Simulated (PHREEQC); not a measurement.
Alkaline etch or developer: speciation

A solution holds 0.54 mol/kgw KOH, 0.00018 mol/kgw H3BO3 and 0.0086 mol/kgw K2CO3, at 25 °C. Closed to the air; pH follows from the charge balance.

Computed with PHREEQC (ion-association model, phreeqc.dat).

No solid was allowed to form.

Question: What pH does the model give?

Answer: pH 13.53.
